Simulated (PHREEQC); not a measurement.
Consider water at 29 °C with 0.0021 mol NH4HF2, 7.7e-05 mol H2SiF6, 0.0025 mol H3PO4 and 0.0019 mol HCl per kg of water. Closed to the air; pH follows from the charge balance.

Computed with PHREEQC (ion-association model, phreeqc.dat).

No solid was allowed to form.

Q: Estimate the pH.

A: pH 2.60.

Q: In which forms is Si present?

A: SiF6-2 94 %, H4SiO4 5.5 % of the Si.

SiF6-2 is the database's only silicon fluoride.
